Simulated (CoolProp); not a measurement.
Properties of sulfur hexafluoride along the isotherm 346.5 K (Tc = 318.7 K, pc = 37.55 bar, ω = 0.210).

Computed with CoolProp (reference Helmholtz-energy equation of state, Guder 2009).

| p (bar) | phase | density (kg/m³) | expansivity (1/kK) |
|---|---|---|---|
| 0.0594 | gas | 0.3013 | 2.890 |
| 0.1 | gas | 0.5073 | 2.893 |
| 0.169 | gas | 0.8578 | 2.897 |
| 0.285 | gas | 1.448 | 2.905 |
| 0.482 | gas | 2.452 | 2.918 |
| 0.813 | gas | 4.144 | 2.941 |
| 1.37 | gas | 7.011 | 2.979 |
| 2.31 | gas | 11.90 | 3.045 |
| 3.91 | gas | 20.37 | 3.163 |
| 6.59 | gas | 35.01 | 3.378 |
| 11.1 | gas | 61.06 | 3.795 |
| 18.8 | gas | 110.6 | 4.731 |
